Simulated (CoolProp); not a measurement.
Vapour pressure (MPa) of octamethyltrisiloxane (MDM): the reference equation beside estimates from Tc = 292.2 °C, pc = 1.438 MPa, ω = 0.528.

Computed with CoolProp (reference Helmholtz-energy equation of state, Thol 2017).

```json
[
 {"T (°C)": "-2.65", "reference": "6.433e-5", "Lee-Kesler": "7.390e-5", "van der Waals": "0.02946"},
 {"T (°C)": "18.75", "reference": "0.0003279", "Lee-Kesler": "0.0003540", "van der Waals": "0.04949"},
 {"T (°C)": "40.25", "reference": "0.001274", "Lee-Kesler": "…", "van der Waals": "0.07785"},
 {"T (°C)": "61.65", "reference": "0.003954", "Lee-Kesler": "0.004006", "van der Waals": "…"},
 {"T (°C)": "83.15", "reference": "0.01036", "Lee-Kesler": "0.01036", "van der Waals": "0.1649"},
 {"T (°C)": "104.55", "reference": "0.02351", "Lee-Kesler": "0.02336", "van der Waals": "0.2261"},
 {"T (°C)": "125.95", "reference": "0.04771", "Lee-Kesler": "0.04729", "van der Waals": "…"},
 {"T (°C)": "147.45", "reference": "0.08865", "Lee-Kesler": "0.08779", "van der Waals": "0.3904"},
 {"T (°C)": "168.85", "reference": "0.1525", "Lee-Kesler": "0.1510", "van der Waals": "0.4950"},
 {"T (°C)": "190.35", "reference": "0.2473", "Lee-Kesler": "0.2451", "van der Waals": "…"},
 {"T (°C)": "211.75", "reference": "0.3808", "Lee-Kesler": "0.3777", "van der Waals": "0.7547"},
 {"T (°C)": "233.25", "reference": "…", "Lee-Kesler": "0.5604", "van der Waals": "0.9113"},
 {"T (°C)": "254.65", "reference": "…", "Lee-Kesler": "0.8043", "van der Waals": "1.086"}
]
```

Question: Complete the blanks.

Answer: 
- 40.25, Lee-Kesler: 0.001322
- 61.65, van der Waals: 0.1157
- 125.95, van der Waals: 0.3008
- 190.35, van der Waals: 0.6166
- 233.25, reference: 0.5637
- 254.65, reference: 0.8063

Absolute difference from the reference over all 13 rows, mean and median: Lee-Kesler 2.6 and 0.9 %, van der Waals 5639.8 and 530.5 %.
